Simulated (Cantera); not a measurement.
An adiabatic, constant-pressure homogeneous reactor starts with CO : H2 : CH4 : O2 : N2 = 1 : 0.055 : 0.14 : 2.07 : 7.79 (molar parts), at 1573 K and 27.0 bar. Integrator tolerance rtol = 1e-08.

Cantera simulation using GRI-Mech 3.0 (53 species, 325 reactions); the numbers are that mechanism's predictions, not measurements. The pressure lies above the range GRI-Mech 3.0 was tuned for (to about 10 atm).

**Question.** What does this change do: 0.21 parts H2O added?

**Answer.** 
```
quantity                                                            before                                      after
---------------------------------  ---------------------------------------  -----------------------------------------
time of steepest temperature rise                                  9.49 µs                                    11.9 µs
temperature at 4.00 s                                               2485 K                                     2463 K
equilibrium temperature                                             2485 K                                     2463 K
x(CO) at 4.00 s                    0.00209 (gas-phase equilibrium 0.00209)    0.00184 (gas-phase equilibrium 0.00184)
x(H2) at 4.00 s                    9.69e-5 (gas-phase equilibrium 9.69e-5)  0.000142 (gas-phase equilibrium 0.000142)
x(CH4) at 4.00 s                     <1e-12 (gas-phase equilibrium <1e-12)      <1e-12 (gas-phase equilibrium <1e-12)
x(C2H4) at 4.00 s                    <1e-12 (gas-phase equilibrium <1e-12)      <1e-12 (gas-phase equilibrium <1e-12)
x(H2O) at 4.00 s                     0.0302 (gas-phase equilibrium 0.0302)      0.0488 (gas-phase equilibrium 0.0488)
x(CO2) at 4.00 s                       0.106 (gas-phase equilibrium 0.106)        0.104 (gas-phase equilibrium 0.104)
```
